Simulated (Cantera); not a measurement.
A Cantera script and its output.

```python
import numpy as np
import cantera as ct

gas = ct.Solution("gri30.yaml")


def delay(T, t_max=10):
    gas.TPX = T, 250000, {'CH4': 1, 'H2': 0.95, 'O2': 4.85, 'N2': 22.3, 'H2O': 2.9}
    reactor = ct.IdealGasConstPressureReactor(gas, clone=False)
    net = ct.ReactorNet([reactor])
    net.rtol, net.atol = 1e-8, 1e-16
    while net.time < t_max:
        t_old, T_old = net.time, reactor.T
        net.step()
        if reactor.T > T + 400:  # ignition: a rise of 400 K
            return t_old + (T + 400 - T_old) / (reactor.T - T_old) * (net.time - t_old)
    return np.nan


taus = []
for T in [1125, 1225, 1325, 1425, 1525, 1625]:
    taus.append(delay(T))
    print(f"T0 = {T:6g} K   tau = {taus[-1]:.4e} s")
```

Output:

```
T0 =   1125 K   tau = 1.9429e-03 s
T0 =   1225 K   tau = 5.2552e-04 s
T0 =   1325 K   tau = 2.1790e-04 s
T0 =   1425 K   tau = 1.0738e-04 s
T0 =   1525 K   tau = 5.9297e-05 s
T0 =   1625 K   tau = 3.6006e-05 s
```

Computed with Cantera and GRI-Mech 3.0 (53 species, 325 reactions).
